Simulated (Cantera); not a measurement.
Oxide etching and cleaning by halides: MgO + Cl2 + H2 + HCl

Input: 1 mol MgO, 0.58 mol Cl2, 12 mol H2, 0.13 mol HCl, held at 87.0 Pa.

Method: chemical equilibrium by Gibbs-energy minimisation in Cantera with the NASA 1993 tables (ideal gas, pure condensed phases). Candidate condensed phases: H2O, Mg, MgCl2, MgO, Mg(OH)2; 22 gas species. The tables' values for MgH are old estimates; treat these amounts as uncertain. Condensed phases not in the tables: MgOHCl. Rates play no part.

From 875 K to 1875 K the condensed part is MgO(s). The main Mg-bearing gas is MgCl2 at 875 K and Mg at 1875 K. The share of Mg in condensed phases is highest at 875 K (99.8 %) and lowest at 1875 K (33.6 %).

```json
[
 {"T (K)": "875", "x H2": "0.899", "x HCl": "0.101", "x H2O": "0.000125", "x Mg": "<1e-12", "x H": "1.61e-9", "n MgO(s)": "0.998"},
 {"T (K)": "975", "x H2": "0.899", "x HCl": "0.101", "x H2O": "0.000348", "x Mg": "1.96e-12", "x H": "3.68e-8", "n MgO(s)": "0.996"},
 {"T (K)": "1075", "x H2": "0.899", "x HCl": "0.0999", "x H2O": "0.000791", "x Mg": "2.47e-10", "x H": "4.72e-7", "n MgO(s)": "0.990"},
 {"T (K)": "1175", "x H2": "0.899", "x HCl": "0.0984", "x H2O": "0.00154", "x Mg": "1.36e-8", "x H": "3.94e-6", "n MgO(s)": "0.980"},
 {"T (K)": "1275", "x H2": "0.898", "x HCl": "0.0962", "x H2O": "0.00267", "x Mg": "3.99e-7", "x H": "2.37e-5", "n MgO(s)": "0.966"},
 {"T (K)": "1375", "x H2": "0.898", "x HCl": "0.0931", "x H2O": "0.00420", "x Mg": "7.18e-6", "x H": "0.000110", "n MgO(s)": "0.947"},
 {"T (K)": "1475", "x H2": "0.898", "x HCl": "0.0893", "x H2O": "0.00615", "x Mg": "8.73e-5", "x H": "0.000417", "n MgO(s)": "0.922"},
 {"T (K)": "1575", "x H2": "0.896", "x HCl": "0.0853", "x H2O": "0.00874", "x Mg": "0.000749", "x H": "0.00133", "n MgO(s)": "0.889"},
 {"T (K)": "1675", "x H2": "0.887", "x HCl": "0.0824", "x H2O": "0.0135", "x Mg": "0.00433", "x H": "0.00371", "n MgO(s)": "0.827"},
 {"T (K)": "1775", "x H2": "0.859", "x HCl": "0.0816", "x H2O": "0.0247", "x Mg": "0.0160", "x H": "0.00910", "n MgO(s)": "0.679"},
 {"T (K)": "1875", "x H2": "0.799", "x HCl": "0.0805", "x H2O": "0.0493", "x Mg": "0.0420", "x H": "0.0199", "n MgO(s)": "0.336"}
]
```
x: gas mole fraction; n: condensed amount in mol.
